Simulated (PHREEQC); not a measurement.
A solution holds 0.074 mol HF, 4.6e-05 mol NH4F and 0.0001 mol (NH4)2SiF6 per kg of water, at 25 °C. Closed to the air; pH follows from the charge balance.

All values are PHREEQC results (ion-association model, phreeqc.dat), not measurements.

| quantity | before | after |
|---|---|---|
| pH | 2.13 | 2.13 |
| ionic strength (mol/kgw) | 0.00834 | 0.00819 |
| HF (mol/kgw) | 0.0644 | 0.0644 |
| F- (mol/kgw) | 0.00645 | 0.00645 |
| HF2- (mol/kgw) | 0.00159 | 0.00159 |
| NH3 (mol/kgw) | 1.72e-11 | 1.02e-11 |
| SI of Quartz (SiO2) | -8.43 | -8.73 |

Q: What was changed between the two runs?
A) (NH4)2SiF6 from 0.0001 to 0.00011 mol/kgw
B) (NH4)2SiF6 from 0.0001 to 5e-05 mol/kgw
C) HF left out
D) NH4F left out

A: B, (NH4)2SiF6 from 0.0001 to 5e-05 mol/kgw

Precipitation was switched off in this run. SiF6-2 is the database's only silicon fluoride.
